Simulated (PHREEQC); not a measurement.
Solution (20 °C): 2.7 mmol/kgw CaCl2, 0.77 mmol/kgw NaF and 0.09 mmol/kgw H4SiO4. It is in equilibrium with CO2 at log p = -3.4 (atm). Otherwise closed; pH follows from the charge balance.

The numbers come from PHREEQC with the ion-association model, wateq4f.dat.

No solid was allowed to form.

Q: What pH does the model give?

A: pH 5.72.

Q: In which forms is C present?

A: CO2 80 %, HCO3- 19 % of the C.

Saturation is exceeded, for instance for Fluorite; the values hold only as long as no solid forms. Species that the database lacks are ignored. SiF6-2 is the database's only silicon fluoride.
